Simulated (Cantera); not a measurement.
A freely propagating, adiabatic, planar premixed flame of H₂ : O₂ : N₂ = 1 : 0.385 : 1.12 (molar parts), equivalence ratio 1.3, unburnt at 650 K and 2.70 bar; mixture-averaged transport, grid criteria slope 0.08 and curve 0.16, no radiation.

Model: the H2/O2 subset of GRI-Mech 3.0, which has no nitrogen chemistry, integrated in Cantera. The hydrogen kinetics of GRI-Mech 3.0 are dated; newer H2 mechanisms differ, most at raised pressure. Burning velocities carry a grid error of a few per cent, more on coarse grids.

Question: Predict: laminar burning velocity; thermal thickness; peak x(O); peak x(HO₂); peak x(H).

Answer: 
* **laminar burning velocity**: 1260 cm/s
* **thermal thickness**: 0.124 mm
* **peak x(O)**: 0.0114
* **peak x(HO₂)**: 0.000623
* **peak x(H)**: 0.0814
